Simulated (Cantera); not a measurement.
Equilibrium for tantalum, niobium, vanadium and zirconium in process gases: V + O2 + N2

A closed system holds: 1 mol V, 0.18 mol O2, 1.1 mol N2, held at 2800 K and 0.540 bar.

Equilibrium computed with Cantera from the NASA thermochemical tables; the gas is ideal and each condensed phase is pure. Candidate condensed phases: V, VN, VO, V2O3, V2O4, V2O5; 13 gas species. Each liquid is taken as pure. Mutual solubility and eutectic melting of coexisting phases are not modelled. VO: taken at fixed stoichiometry. Condensed phases not in the tables: V2N, N, O or C dissolved in the metal. Equilibrium is a limit: real reactors are often held back by kinetics, nucleation or transport.

```json
{
 "x(N2)": "0.974",
 "x(V)": "0.0164",
 "x(VO)": "0.00912",
 "x(VO2)": "0.000985",
 "x(VN)": "1.86e-5",
 "x(NO)": "7.60e-6",
 "x(O)": "6.30e-6",
 "x(N)": "4.70e-6",
 "n(V(l))": "0.623 mol",
 "n(VO(l))": "0.347 mol",
 "gas_amount": "1.130 mol",
 "log10 activity of V2O5(l) (absent)": "-10.95"
}
```
